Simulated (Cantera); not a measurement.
Mixture: C3H8 : O2 : N2 = 1 : 2.63 : 9.89 (molar parts), at 5.00 bar, adiabatic and at constant pressure. Ignition delay is the time to a rise of 400 K.

Computed with Cantera and GRI-Mech 3.0 (53 species, 325 reactions). GRI-Mech 3.0 was tuned for natural gas; its chemistry of propane as a main component is partial and can be far from experiment.

Task: What does this change do: 0.19 parts H2 added?

Result: 
| quantity | before | after |
|---|---|---|
| delay at 1298 K | 0.479 ms | 0.440 ms |
| delay at 1348 K | 0.217 ms | 0.204 ms |
| delay at 1398 K | 0.106 ms | 0.102 ms |
| delay at 1448 K | 56.6 µs | 55.0 µs |
| delay at 1498 K | 32.5 µs | 31.8 µs |
| delay at 1548 K | 20.0 µs | 19.6 µs |
| delay at 1598 K | 13.1 µs | 12.9 µs |
| apparent activation energy between 1498 and 1598 K | 180 kJ/mol | 180 kJ/mol |

Task: What does this change do: N2 9.89 to 13 parts?

Result: 
```csv
quantity,before,after
delay at 1298 K,0.479 ms,0.570 ms
delay at 1348 K,0.217 ms,0.259 ms
delay at 1398 K,0.106 ms,0.128 ms
delay at 1448 K,56.6 µs,68.2 µs
delay at 1498 K,32.5 µs,39.2 µs
delay at 1548 K,20.0 µs,24.2 µs
delay at 1598 K,13.1 µs,15.8 µs
apparent activation energy between 1498 and 1598 K,180 kJ/mol,180 kJ/mol
```

Task: What does this change do: 1.1 parts H2 added?

Result: 
```csv
quantity,before,after
delay at 1298 K,0.479 ms,0.294 ms
delay at 1348 K,0.217 ms,0.153 ms
delay at 1398 K,0.106 ms,82.4 µs
delay at 1448 K,56.6 µs,46.8 µs
delay at 1498 K,32.5 µs,28.2 µs
delay at 1548 K,20.0 µs,17.9 µs
delay at 1598 K,13.1 µs,12.0 µs
apparent activation energy between 1498 and 1598 K,180 kJ/mol,170 kJ/mol
```
